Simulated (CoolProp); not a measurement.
Vapour pressure (MPa) of hydrogen chloride: the reference equation beside estimates from Tc = 324.7 K, pc = 8.314 MPa, ω = 0.130.

Values from CoolProp's reference Helmholtz-energy equation of state, Thol 2018.

| T (K) | reference | Lee-Kesler | van der Waals | Soave-Redlich-Kwong |
|---|---|---|---|---|
| 255.5 | 1.585 | 1.603 | 2.952 | 1.611 |
| 259.6 | 1.786 | 1.807 | 3.179 | 1.819 |
| 263.8 | 2.012 | 2.036 | 3.423 | 2.052 |
| 267.9 | 2.252 | 2.279 | 3.671 | 2.299 |
| 272 | 2.512 | 2.542 | 3.931 | 2.567 |
| 276.2 | 2.802 | 2.833 | 4.209 | 2.864 |
| 280.3 | 3.107 | 3.141 | 4.492 | 3.178 |
| 284.4 | 3.437 | 3.472 | 4.786 | 3.515 |
| 288.6 | 3.801 | 3.836 | 5.099 | 3.887 |
| 292.7 | 4.184 | 4.219 | 5.417 | 4.275 |
| 296.8 | 4.595 | 4.630 | 5.747 | 4.691 |
| 301 | 5.048 | 5.082 | 6.097 | 5.146 |
| 305.1 | 5.522 | 5.554 | 6.451 | 5.620 |
| 309.2 | 6.031 | 6.060 | 6.818 | 6.123 |
| 313.4 | 6.591 | 6.616 | 7.206 | 6.671 |

Absolute difference from the reference over all 15 rows, mean and median: Lee-Kesler 0.9 and 1.0 %, van der Waals 42.4 and 39.2 %, Soave-Redlich-Kwong 2.0 and 2.1 %.
